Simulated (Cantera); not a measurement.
Charge: 1 mol B2O3, 1.6 mol O2, at 1.00 bar.

Equilibrium computed with Cantera from the NASA thermochemical tables; the gas is ideal and each condensed phase is pure. Candidate condensed phases: B, B2O3; 10 gas species. Kinetics and transport are ignored.

x: gas mole fraction; n: condensed amount in mol.

```
T (°C)   x O2      x B2O3       x BO2         x O        x BO  n B2O3(l)
------  -----  ----------  ----------  ----------  ----------  ---------
1300    1.000     8.98e-5     3.69e-5     1.04e-5    7.90e-11      1.000
1350    1.000    0.000220     7.95e-5     1.90e-5    3.27e-10      1.000
1400    0.999    0.000508    0.000163     3.34e-5     1.24e-9      0.999
1450    0.999  (withheld)  (withheld)  (withheld)  (withheld)      0.998
1500    0.997     0.00234    0.000607     9.37e-5     1.41e-8      0.996
1550    0.994     0.00470     0.00111    0.000150     4.30e-8      0.992
1600    0.989     0.00907     0.00195    0.000235     1.23e-7      0.984
1650    0.979      0.0169     0.00333    0.000358     3.35e-7      0.970
1700    0.964  (withheld)  (withheld)  (withheld)  (withheld)      0.945
1750    0.937      0.0530     0.00888    0.000771     2.13e-6      0.902
```

### Question
Complete the blanks.

### Answer

- 1450, x B2O3: 0.00112
- 1450, x BO2: 0.000321
- 1450, x O: 5.68e-5
- 1450, x BO: 4.33e-9
- 1700, x B2O3: 0.0304
- 1700, x BO2: 0.00552
- 1700, x O: 0.000532
- 1700, x BO: 8.65e-7
